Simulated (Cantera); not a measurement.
# Hydrocarbon pyrolysis for carbon deposition

A perfectly stirred reactor is fed with 59.2 % C2H6, 40.8 % N2, at 1.01 bar; it is held at 1300 K, and followed from long to short residence time.

Cantera simulation using GRI-Mech 3.0 (53 species, 325 reactions); the numbers are that mechanism's predictions, not measurements. GRI-Mech 3.0 stops at C3 and has no aromatics, soot or wall deposition, so with more carbon than oxygen in the feed, carbon stays in small species such as C2H2 where larger ones or solid carbon would form.

```tsv
τ (s)	x C2H6	x CH3	x C2H2	x CH2	x C2H4	x H	x HCN
2.8	0.00313	2.73e-5	0.134	1.23e-10	0.127	2.20e-6	3.12e-11
1.4	0.00411	2.99e-5	0.131	1.64e-10	0.137	2.83e-6	2.51e-11
0.71	0.00550	3.28e-5	0.127	2.21e-10	0.147	3.58e-6	2.05e-11
0.36	0.00762	3.65e-5	0.121	3.00e-10	0.160	4.48e-6	1.71e-11
0.18	0.0110	4.14e-5	0.111	4.17e-10	0.174	5.54e-6	1.45e-11
0.090	0.0167	4.79e-5	0.0986	5.89e-10	0.191	6.68e-6	1.25e-11
0.045	0.0264	5.67e-5	0.0820	8.42e-10	0.211	7.81e-6	1.09e-11
0.023	0.0427	6.81e-5	0.0633	1.20e-9	0.229	8.78e-6	9.64e-12
0.011	0.0746	8.50e-5	0.0425	1.77e-9	0.240	9.49e-6	8.42e-12
0.0057	0.123	0.000104	0.0265	2.46e-9	0.235	9.64e-6	7.43e-12
0.0028	0.205	0.000129	0.0140	3.41e-9	0.206	9.25e-6	6.58e-12
```
x: mole fraction; the columns are a selection and need not sum to one.
